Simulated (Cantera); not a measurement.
**Thermodynamics of iron carbonyl, mercury and lead vapours, feed Pb + O2 + H2**

Charge: 1 mol Pb, a varied amount of O2, 1.2 mol H2, held at 900 °C and 38.3 Torr.

Method: chemical equilibrium by Gibbs-energy minimisation in Cantera with the NASA 1993 tables (ideal gas, pure condensed phases). Candidate condensed phases: H2O, Pb, PbO, PbO2, Pb3O4; 12 gas species. Each liquid is taken as pure. Mutual solubility and eutectic melting of coexisting phases are not modelled. The numbers say what is thermodynamically allowed, not how fast it happens.

```json
[
 {"n(O2) (mol)": "0.047", "x H2O": "0.0777", "x H2": "0.914", "x Pb": "0.00829", "x PbO": "1.72e-8", "x H": "5.01e-7", "n Pb(l)": "0.990", "n PbO(l)": "0"},
 {"n(O2) (mol)": "0.11", "x H2O": "0.182", "x H2": "0.810", "x Pb": "0.00829", "x PbO": "4.53e-8", "x H": "4.71e-7", "n Pb(l)": "0.990", "n PbO(l)": "0"},
 {"n(O2) (mol)": "0.18", "x H2O": "0.298", "x H2": "0.694", "x Pb": "0.00829", "x PbO": "8.65e-8", "x H": "4.36e-7", "n Pb(l)": "0.990", "n PbO(l)": "0"},
 {"n(O2) (mol)": "0.25", "x H2O": "0.413", "x H2": "0.578", "x Pb": "0.00829", "x PbO": "1.44e-7", "x H": "3.98e-7", "n Pb(l)": "0.990", "n PbO(l)": "0"},
 {"n(O2) (mol)": "0.31", "x H2O": "0.512", "x H2": "0.479", "x Pb": "0.00829", "x PbO": "2.16e-7", "x H": "3.63e-7", "n Pb(l)": "0.990", "n PbO(l)": "0"},
 {"n(O2) (mol)": "0.38", "x H2O": "0.628", "x H2": "0.364", "x Pb": "0.00829", "x PbO": "3.49e-7", "x H": "3.16e-7", "n Pb(l)": "0.990", "n PbO(l)": "0"},
 {"n(O2) (mol)": "0.45", "x H2O": "0.744", "x H2": "0.248", "x Pb": "0.00829", "x PbO": "6.05e-7", "x H": "2.61e-7", "n Pb(l)": "0.990", "n PbO(l)": "0"},
 {"n(O2) (mol)": "0.51", "x H2O": "0.843", "x H2": "0.149", "x Pb": "0.00829", "x PbO": "1.14e-6", "x H": "2.02e-7", "n Pb(l)": "0.990", "n PbO(l)": "0"},
 {"n(O2) (mol)": "0.58", "x H2O": "0.959", "x H2": "0.0331", "x Pb": "0.00829", "x PbO": "5.85e-6", "x H": "9.52e-8", "n Pb(l)": "0.990", "n PbO(l)": "0"},
 {"n(O2) (mol)": "0.65", "x H2O": "0.991", "x H2": "0.000263", "x Pb": "0.00829", "x PbO": "0.000760", "x H": "8.50e-9", "n Pb(l)": "0.890", "n PbO(l)": "0.0994"}
]
```
x: gas mole fraction; n: condensed amount in mol.

From 0.047 mol O2 to 0.58 mol O2 the condensed part is Pb(l). At 0.65 mol O2 the condensed part is Pb(l) + PbO(l). The main Pb-bearing gas is Pb throughout.
